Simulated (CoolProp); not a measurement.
Saturation properties of propylene (Tc = 364.2 K, pc = 4.555 MPa, ω = 0.146).

Values from CoolProp's reference Helmholtz-energy equation of state, Lemmon 2013.

| T (K) | p (MPa) | vapour density (kg/m³) | surface tension (mN/m) | liquid viscosity (µPa s) | liquid conductivity (mW/(m K)) |
|---|---|---|---|---|---|
| 232.7 | 0.1388 | 3.161 | 15.7 | 181 | 142 |
| 236.9 | 0.1653 | 3.720 | 15.1 | 173 | 141 |
| 241.2 | 0.1962 | 4.368 | 14.5 | 165 | 139 |
| 245.4 | 0.2305 | 5.080 | 14.0 | 158 | 137 |
| 249.7 | 0.2702 | 5.900 | 13.4 | 151 | 135 |
| 254 | 0.3149 | 6.817 | 12.8 | 145 | 133 |
| 258.2 | 0.3636 | 7.816 | 12.2 | 139 | 131 |
| 262.5 | 0.4192 | 8.952 | 11.6 | 133 | 129 |
| 266.8 | 0.4809 | 10.21 | 11.0 | 128 | 127 |
| 271 | 0.5475 | 11.58 | 10.5 | 123 | 125 |
| 275.3 | 0.6225 | 13.12 | 9.89 | 118 | 123 |
| 279.5 | 0.7028 | 14.78 | 9.34 | 113 | 121 |
| 283.8 | 0.7927 | 16.65 | 8.78 | 109 | 118 |
| 288.1 | 0.8908 | 18.71 | 8.23 | 104 | 116 |

It boils at 225.5 K under 1 atm.

Viscosity comes from a separate model (Huber 2003), an estimate that may be off by 10 % or more. Thermal conductivity comes from a separate model (Huber 2003), an estimate that may be off by 10 % or more. Surface tension comes from a separate correlation (Mulero 2012).
